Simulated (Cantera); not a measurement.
Feed: 1 mol Fe2O3, 3.4 mol H2S, 0.31 mol O2, equilibrated at 1450 K.

These are equilibrium values from Cantera (NASA tables, ideal gas, pure condensed phases), not measurements of a reactor. Candidate condensed phases: Fe, FeO, Fe(OH)2, Fe(OH)3, FeS, FeSO4, FeS2, Fe2O3, Fe2(SO4)3, Fe3O4, H2O, H2SO4, S; 22 gas species. Metal and sulfide melt together well below either melting point, which pure phases cannot show. Mutual solubility and eutectic melting of coexisting phases are not modelled. The tables' stoichiometric FeO is somewhat more stable than real wüstite, so its field is too wide. FeO, FeS: taken at fixed stoichiometry. Equilibrium is a limit: real reactors are often held back by kinetics, nucleation or transport.

x: gas mole fraction; n: condensed amount in mol.

| P (Pa) | x H2O | x H2 | x H2S | x S2 | x SO2 | x S2O | n FeO(s) | n FeS(s) |
|---|---|---|---|---|---|---|---|---|
| 1000 | 0.630 | 0.139 | 0.0211 | 0.106 | 0.0978 | … | 0.0508 | 1.95 |
| 3000 | 0.661 | 0.111 | 0.0285 | 0.100 | 0.0942 | … | 0 | 2.00 |
| 8800 | 0.679 | 0.0895 | 0.0390 | 0.0992 | 0.0890 | … | 0 | 2.00 |
| 26000 | 0.692 | 0.0702 | 0.0517 | 0.0958 | 0.0860 | … | 0 | 2.00 |
| 77000 | 0.701 | 0.0537 | 0.0661 | 0.0902 | 0.0850 | … | 0 | 2.00 |
| 230000 | 0.705 | 0.0400 | 0.0816 | 0.0829 | 0.0860 | … | 0 | 2.00 |
| 680000 | 0.706 | 0.0293 | 0.0974 | 0.0745 | 0.0884 | … | 0 | 2.00 |
| 2000000 | 0.703 | 0.0212 | 0.113 | 0.0653 | 0.0920 | … | 0 | 2.00 |

Task: What belongs in the gaps?

Result: 
- 1000, x S2O: 0.000927
- 3000, x S2O: 0.00115
- 8800, x S2O: 0.00145
- 26000, x S2O: 0.00182
- 77000, x S2O: 0.00227
- 230000, x S2O: 0.00282
- 680000, x S2O: 0.00346
- 2000000, x S2O: 0.00419
